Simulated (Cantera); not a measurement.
A closed system holds: 1 mol CF₄, 0.048 mol CH₄, 0.19 mol H₂, at 3173.15 K and 960 Pa.

Method: chemical equilibrium by Gibbs-energy minimisation in Cantera with the NASA 1993 tables (ideal gas, pure condensed phases). Candidate condensed phases: C, C₆H₆, C₇H₈, C₈H₁₈; 95 gas species. Rates play no part.

Base state: F 0.720, HF 0.123, CF 0.0720, C₃ 0.0434, C 0.0154, H 0.0101, CF₂ 0.00826, C₂ 0.00740 (mole fractions); condensed: gas only.

What changes in the equilibrium state with this change: CF₄ replaced by CCl₄?


| species | before | after |
|---|---|---|
| Cl | 0 | 0.800 |
| H | 0.0101 | 0.0968 |
| C₃ | 0.0434 | 0.0574 |
| F | 0.720 | 0 |
| HF | 0.123 | 0 |
| CF | 0.0720 | 0 |
| HCl | 0 | 0.0162 |
| C | 0.0154 | 0.0169 |
| CF₂ | 0.00826 | 0 |
| CCl | 0 | 8.29e-5 |
| Cl₂ | 0 | 3.83e-5 |
| C₂HCl | 0 | 2.00e-5 |
| C₂H₂ (acetylene) | 5.46e-7 | 6.04e-5 |
The tables' values for CCl are old estimates; treat these amounts as uncertain.

What changes in the equilibrium state with this change: H₂ from 0.19 to 0.13 mol?


```json
[
 {"species": "F", "before": "0.720", "after": "0.745"},
 {"species": "HF", "before": "0.123", "after": "0.0978"},
 {"species": "CF", "before": "0.0720", "after": "0.0742"},
 {"species": "H", "before": "0.0101", "after": "0.00777"},
 {"species": "C₃", "before": "0.0434", "after": "0.0429"},
 {"species": "C", "before": "0.0154", "after": "0.0154"},
 {"species": "H₂", "before": "1.44e-5", "after": "8.49e-6"},
 {"species": "C₂H", "before": "8.33e-5", "after": "6.35e-5"}
]
```

What changes in the equilibrium state with this change: temperature from 3173.15 K to 950 K?


| species | before | after |
|---|---|---|
| CF₄ | 4.96e-8 | 0.600 |
| HF | 0.123 | 0.400 |
| F | 0.720 | <1e-9 |
| CF | 0.0720 | <1e-9 |
| C₃ | 0.0434 | <1e-9 |
| C | 0.0154 | <1e-9 |
| H | 0.0101 | <1e-9 |
| CF₂ | 0.00826 | <1e-9 |
| C₂ | 0.00740 | <1e-9 |
| C(graphite), mol | 0 | 0.191 |
Gases not in the tables: C₂F₆ and larger saturated fluorocarbons.
